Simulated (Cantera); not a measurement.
## Ignition delay

Mixture: 8.64 % CH₄, 19.2 % O₂, 72.2 % N₂, at 2.10 bar, adiabatic and at constant pressure. Ignition delay is the time to a rise of 400 K.

Detailed kinetics in Cantera: GRI-Mech 3.0 (53 species, 325 reactions).

```json
[
 {"T0 (K)": "1225", "delay (ms)": "16.0"},
 {"T0 (K)": "1325", "delay (ms)": "4.46"},
 {"T0 (K)": "1425", "delay (ms)": "1.41"},
 {"T0 (K)": "1525", "delay (ms)": "0.501"},
 {"T0 (K)": "1625", "delay (ms)": "0.204"},
 {"T0 (K)": "1725", "delay (ms)": "0.0945"},
 {"T0 (K)": "1825", "delay (ms)": "0.0490"},
 {"T0 (K)": "1925", "delay (ms)": "0.0278"},
 {"T0 (K)": "2025", "delay (ms)": "0.0169"}
]
```

The apparent activation energy between 1825 and 2025 K is 160 kJ/mol.
